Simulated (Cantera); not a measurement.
Feed: 1 mol Si3N4, 21 mol H2O, 0.49 mol H2, held at 1000 Pa.

Method: chemical equilibrium by Gibbs-energy minimisation in Cantera with the NASA 1993 tables (ideal gas, pure condensed phases). Candidate condensed phases: H2O, Si, SiO2, Si2N2O, Si3N4; 35 gas species. The tables hold silica as quartz up to 1696 K and as liquid above; real silica turns to tridymite and cristobalite and melts near 1996 K. Equilibrium is a limit: real reactors are often held back by kinetics, nucleation or transport.

Q: Which condensed phases are stable at each of these points (T (°C)): 1025, 1075, 1125, 1175, 1225, 1275, 1325, 1375, 1425, 1475, 1525, 1575, 1625?

A: 
| T (°C) | condensed phases | Si condensed (%) |
|---|---|---|
| 1025 | SiO2(β-quartz) | 100.0 |
| 1075 | SiO2(β-quartz) | 100.0 |
| 1125 | SiO2(β-quartz) | 100.0 |
| 1175 | SiO2(β-quartz) | 100.0 |
| 1225 | SiO2(β-quartz) | 100.0 |
| 1275 | SiO2(β-quartz) | 100.0 |
| 1325 | SiO2(β-quartz) | 100.0 |
| 1375 | SiO2(β-quartz) | 100.0 |
| 1425 | SiO2(condensed) | 100.0 |
| 1475 | SiO2(condensed) | 100.0 |
| 1525 | SiO2(condensed) | 99.9 |
| 1575 | SiO2(condensed) | 99.8 |
| 1625 | SiO2(condensed) | 99.5 |

From 1025 °C to 1375 °C the condensed part is SiO2(β-quartz). From 1425 °C to 1625 °C the condensed part is SiO2(condensed).
